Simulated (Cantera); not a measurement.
An adiabatic, constant-pressure homogeneous reactor starts with H₂ : O₂ : N₂ = 1 : 0.357 : 2.11 (molar parts), equivalence ratio 1.4, at 1600 K and 0.680 bar.

Computed with Cantera and the H2/O2 subset of GRI-Mech 3.0, which has no nitrogen chemistry.

### Question
Predict: time of steepest temperature rise; temperature at 0.200 s; equilibrium temperature; x(H₂) at 0.200 s; x(O₂) at 0.200 s; x(HO₂) at 0.200 s; x(H) at 0.200 s; x(O) at 0.200 s; x(OH) at 0.200 s; x(H₂O) at 0.200 s.

### Answer
```
Quantity                                                             Value
---------------------------------  ---------------------------------------
time of steepest temperature rise                                  18.5 µs
temperature at 0.200 s                                              2738 K
equilibrium temperature                                             2738 K
x(H₂) at 0.200 s                     0.0915 (gas-phase equilibrium 0.0915)
x(O₂) at 0.200 s                   0.00213 (gas-phase equilibrium 0.00213)
x(HO₂) at 0.200 s                  1.04e-6 (gas-phase equilibrium 1.04e-6)
x(H) at 0.200 s                      0.0242 (gas-phase equilibrium 0.0242)
x(O) at 0.200 s                    0.00238 (gas-phase equilibrium 0.00238)
x(OH) at 0.200 s                     0.0142 (gas-phase equilibrium 0.0142)
x(H₂O) at 0.200 s                      0.203 (gas-phase equilibrium 0.203)
```
